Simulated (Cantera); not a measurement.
Fluorocarbon and chlorocarbon gases: C2F6 + HCl

Feed: 1 mol C2F6, 0.067 mol HCl, held at 3.00 mbar.

Equilibrium computed with Cantera from the NASA thermochemical tables; the gas is ideal and each condensed phase is pure. Candidate condensed phases: C, C6H6, C7H8, C8H18; 118 gas species. The feed counts by its element totals alone. Condensed phases not in the tables: fluorocarbon polymer. Gases not in the tables: C2F6 and larger saturated fluorocarbons. The numbers say what is thermodynamically allowed, not how fast it happens.

```csv
T (K),x CF4,x HF,x Cl,x HCl,x Cl2,x CClF3,x CF2,n C(graphite)
773,0.945,0.0198,7.81e-6,0.0228,0.00766,0.00442,<1e-12,0.506
873,0.941,0.0276,8.62e-5,0.0149,0.0114,0.00476,6.76e-11,0.509
973,0.938,0.0332,0.000552,0.00928,0.0139,0.00479,3.72e-9,0.511
1073,0.936,0.0366,0.00239,0.00574,0.0148,0.00460,9.64e-8,0.513
1173,0.933,0.0387,0.00752,0.00350,0.0135,0.00414,1.42e-6,0.514
1273,0.928,0.0400,0.0174,0.00200,0.00963,0.00332,1.37e-5,0.515
1373,0.922,0.0407,0.0290,0.000997,0.00476,0.00224,9.41e-5,0.515
1473,0.918,0.0411,0.0364,0.000440,0.00169,0.00129,0.000496,0.516
```
x: gas mole fraction; n: condensed amount in mol.

From 773 K to 1473 K the condensed part is C(graphite). The main C-bearing gas is CF4 throughout.
